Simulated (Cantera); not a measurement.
A Cantera script and what it prints.

```python
import numpy as np
import cantera as ct

gas_names = """
    Ba BaF BaF2 F F2 N NF NF2 NF3 N2
""".split()
cond_names = """
    Ba(cr) Ba(L) BaF2(a) BaF2(b,c) BaF2(L)
""".split()


# ... load() reads the species with a 1 bar reference pressure and builds the phases ...
atoms = {
    'BaF2': {'Ba': 1, 'F': 2},
    'N2': {'N': 2},
}
top_T = {}  # K; cautious upper limits of use, not melting points


# ... equilibrate(T, P, feed) seeds the gas with the atoms and calls Mixture.equilibrate('TP', solver="vcs", rtol=1e-11, max_steps=5000) ...
results = []
feed = {'BaF2': 1, 'N2': 270}  # mol
P = 0.23  # Pa
for T in [998, 1048, 1098, 1148, 1198, 1248, 1298, 1348, 1398, 1448, 1498, 1548]:
    mix = equilibrate(T, P, feed)
    results.append((T, P, feed, dict(zip(mix.species_names, mix.species_moles))))
    x = sorted(zip(gas.X, gas.species_names), reverse=True)
    print(f"T = {T:g} K  P = {P:g} Pa  gas = {mix.phase_moles(0):.4g} mol")
    print("   x: " + "  ".join(f"{s} {v:.3e}" for v, s in x if v > 0.001))
    print("   condensed (mol): " + ("  ".join(f"{mix.phase(i).name} {mix.phase_moles(i):.4g}"
          for i in range(1, mix.n_phases) if mix.phase_moles(i) > 1e-12) or "none"))
```

Result:

```
T = 998 K  P = 0.23 Pa  gas = 270 mol
   x: N2 1.000e+00
   condensed (mol): BaF2(a) 0.999
T = 1048 K  P = 0.23 Pa  gas = 270 mol
   x: N2 1.000e+00
   condensed (mol): BaF2(a) 0.9907
T = 1098 K  P = 0.23 Pa  gas = 270.1 mol
   x: N2 9.997e-01
   condensed (mol): BaF2(a) 0.9308
T = 1148 K  P = 0.23 Pa  gas = 270.4 mol
   x: N2 9.984e-01  BaF2 1.578e-03
   condensed (mol): BaF2(a) 0.5733
T = 1198 K  P = 0.23 Pa  gas = 271 mol
   x: N2 9.963e-01  BaF2 3.690e-03
   condensed (mol): none
T = 1248 K  P = 0.23 Pa  gas = 271 mol
   x: N2 9.963e-01  BaF2 3.690e-03
   condensed (mol): none
T = 1298 K  P = 0.23 Pa  gas = 271 mol
   x: N2 9.963e-01  BaF2 3.690e-03
   condensed (mol): none
T = 1348 K  P = 0.23 Pa  gas = 271 mol
   x: N2 9.963e-01  BaF2 3.690e-03
   condensed (mol): none
T = 1398 K  P = 0.23 Pa  gas = 271 mol
   x: N2 9.963e-01  BaF2 3.689e-03
   condensed (mol): none
T = 1448 K  P = 0.23 Pa  gas = 271 mol
   x: N2 9.963e-01  BaF2 3.688e-03
   condensed (mol): none
T = 1498 K  P = 0.23 Pa  gas = 271 mol
   x: N2 9.963e-01  BaF2 3.686e-03
   condensed (mol): none
T = 1548 K  P = 0.23 Pa  gas = 271 mol
   x: N2 9.963e-01  BaF2 3.682e-03
   condensed (mol): none
```

Cantera equilibrium calculation (NASA polynomials, part measured and part estimated; ideal gas, pure solids and liquids).
